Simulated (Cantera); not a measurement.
A Cantera script and what it prints.

```python
import numpy as np
import cantera as ct

gas_names = """
    C CO CO2 C2 C2O C3 C3O2 C4 C5 Cu CuO Cu2 O O2 O3
""".split()
cond_names = """
    C(gr) Cu(cr) Cu(L) CuO(s) Cu2O(s) Cu2O(L)
""".split()


# ... load() reads the species with a 1 bar reference pressure and builds the phases ...
atoms = {
    'CuO': {'Cu': 1, 'O': 1},
    'C': {'C': 1},
    'CO': {'C': 1, 'O': 1},
}
top_T = {'C(gr)': 4500, 'CuO(s)': 1390}  # K; cautious upper limits of use, not melting points


# ... equilibrate(T, P, feed) seeds the gas with the atoms and calls Mixture.equilibrate('TP', solver="vcs", rtol=1e-11, max_steps=5000) ...
results = []
feed = {'CuO': 1, 'C': 5.7, 'CO': 0.026}  # mol
P = 10000  # Pa
for T in [850, 950, 1050, 1150, 1250, 1350, 1450, 1550, 1650, 1750]:
    mix = equilibrate(T, P, feed)
    results.append((T, P, feed, dict(zip(mix.species_names, mix.species_moles))))

top = {s: max(r[3][s] / sum(r[3][g] for g in gas_names) for r in results) for s in gas_names}
cols = sorted((s for s in top if top[s] > 0.0001), key=lambda s: -top[s])[:6]
seen = [c for c in cond_names if any(r[3].get(c, 0) > 1e-12 for r in results)]
print("log10 of partial pressures in bar; condensed amounts in mol")
print(f"{'T/K':>10s}" + "".join(f"{s[:9]:>10s}" for s in cols + seen))
for T, P, feed, n in results:
    ng = sum(n[g] for g in gas_names)
    print(f"{T:10.4g}" + "".join(f"{np.log10(max(n[s] / ng * P / 1e5, 1e-99)):10.3f}" for s in cols)
          + "".join(f"{n.get(c, 0):10.4g}" for c in seen))
```

Output:

```
log10 of partial pressures in bar; condensed amounts in mol
       T/K        CO       CO2        Cu     C(gr)    Cu(cr)     Cu(L)
       850    -1.312    -1.290   -13.886     5.048         1         0
       950    -1.059    -1.895   -11.724     4.816         1         0
      1050    -1.009    -2.688    -9.978     4.721         1         0
      1150    -1.002    -3.407    -8.539     4.704         1         0
      1250    -1.000    -4.017    -7.334     4.701         1         0
      1350    -1.000    -4.535    -6.310       4.7         1         0
      1450    -1.000    -4.979    -5.464       4.7         0         1
      1550    -1.000    -5.363    -4.731       4.7         0    0.9998
      1650    -1.000    -5.699    -4.090       4.7         0    0.9992
      1750    -1.001    -5.995    -3.525       4.7         0    0.9969
```

Cantera equilibrium calculation (NASA polynomials, part measured and part estimated; ideal gas, pure solids and liquids).
